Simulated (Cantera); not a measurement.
A Cantera script and its output.

```python
import numpy as np
import cantera as ct

surf = ct.Interface("diamond.yaml", "diamond_100")
gas, bulk = surf.adjacent["gas"], surf.adjacent["diamond"]
k = surf.kinetics_species_index(bulk.species_names[0])
cover = ["c6HH", "c6H*", "c6*H", "c6**", "c6HM", "c6B"]

rows, drift = [], 0.0
print(f"{'xCH3':>10s}{'um/h':>11s}" + "".join(f"{s:>11s}" for s in cover))
for v in [1e-06, 2.3e-06, 5.1e-06, 1.2e-05, 2.6e-05, 5.9e-05, 0.00013, 0.0003, 0.00068]:
    T, P, xH, xCH3 = 1075, 1300, 0.013, v
    gas.TPX = T, P, {"H": xH, "CH3": xCH3, "CH4": 0.0086, "H2": 1 - xH - xCH3 - 0.0086}
    surf.TP = bulk.TP = T, P
    surf.coverages = "c6H*:0.1, c6HH:0.9"
    surf.advance_coverages(100.0)
    before = surf.coverages
    surf.advance_coverages(100.0)
    drift = max(drift, np.max(np.abs(surf.coverages - before) / (surf.coverages + 1e-9)))
    rate = surf.net_production_rates[k] * bulk.mean_molecular_weight / bulk.density * 3.6e9
    rows.append([rate, *surf[cover].coverages])
    print(f"{v:10.4g}{rate:11.4e}" + "".join(f"{x:11.3e}" for x in rows[-1][1:]))
```

Result:

```
      xCH3       um/h       c6HH       c6H*       c6*H       c6**       c6HM        c6B
     1e-06 7.2199e-03  5.317e-01  2.542e-02  4.269e-01  1.593e-02  2.361e-05  1.959e-11
   2.3e-06 1.6605e-02  5.317e-01  2.542e-02  4.269e-01  1.593e-02  5.429e-05  4.506e-11
   5.1e-06 3.6815e-02  5.316e-01  2.541e-02  4.269e-01  1.593e-02  1.204e-04  9.990e-11
   1.2e-05 8.6597e-02  5.315e-01  2.541e-02  4.267e-01  1.593e-02  2.832e-04  2.350e-10
   2.6e-05 1.8751e-01  5.312e-01  2.539e-02  4.265e-01  1.591e-02  6.131e-04  5.088e-10
   5.9e-05 4.2490e-01  5.307e-01  2.536e-02  4.260e-01  1.588e-02  1.389e-03  1.153e-09
   0.00013 9.3335e-01  5.294e-01  2.530e-02  4.249e-01  1.582e-02  3.052e-03  2.533e-09
    0.0003 2.1382e+00  5.264e-01  2.515e-02  4.224e-01  1.568e-02  6.992e-03  5.802e-09
   0.00068 4.7688e+00  5.198e-01  2.481e-02  4.168e-01  1.536e-02  1.560e-02  1.294e-08
```

Model: the Harris–Goodwin 1993 mechanism for the reconstructed diamond (100) surface, integrated in Cantera.
